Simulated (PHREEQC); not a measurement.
Cooling-tower water (model solution)

Synthetic water in mg/kgw, 20 °C, pH 7.02, pe 9.1: Na 253; K 38.7; Ca 60.9; Mg 60.4; Cl 348; S(6) as SO4 64.2; Alkalinity as HCO3 557; Li 0.106; Pb 57.8.

Valence states are taken as typed.

All values are PHREEQC results (ion-association model, phreeqc.dat), not measurements.

Precipitation was switched off in this run.

Problem. Estimate the ionic strength.

Solution. ionic strength 0.0236 mol/kgw.

Problem. In which forms is S present?

Solution. SO4-2 79 %, MgSO4 12 %, CaSO4 6.0 %, NaSO4- 2.4 % of the S.

Saturation is exceeded, for instance for Cerussite, Pb(OH)2; the values hold only as long as no solid forms.
